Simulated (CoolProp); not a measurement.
The fluid at 298.15 K and 0.323 MPa (gas) is heated at constant pressure to 398.5 K. The same conditions are run with several fluids, on thermodynamics alone (safety and materials aside).

Values from CoolProp's reference Helmholtz-energy equation of state of each fluid (CH2F2 (R32): Tillner-Roth 1997; dimethyl ether: Wu 2011; C2F6 (R116): Lemmon 2006; cyclopropane: Polt 1992). The equations of Platzer and Polt are older, rougher fits.

```json
[
 {"fluid": "CH2F2 (R32)", "heat (kJ/kg)": "94.6", "final density (kg/m³)": "5.14"},
 {"fluid": "dimethyl ether", "heat (kJ/kg)": "165", "final density (kg/m³)": "4.59"},
 {"fluid": "C2F6 (R116)", "heat (kJ/kg)": "85.6", "final density (kg/m³)": "13.6"},
 {"fluid": "cyclopropane", "heat (kJ/kg)": "164", "final density (kg/m³)": "4.19"}
]
```
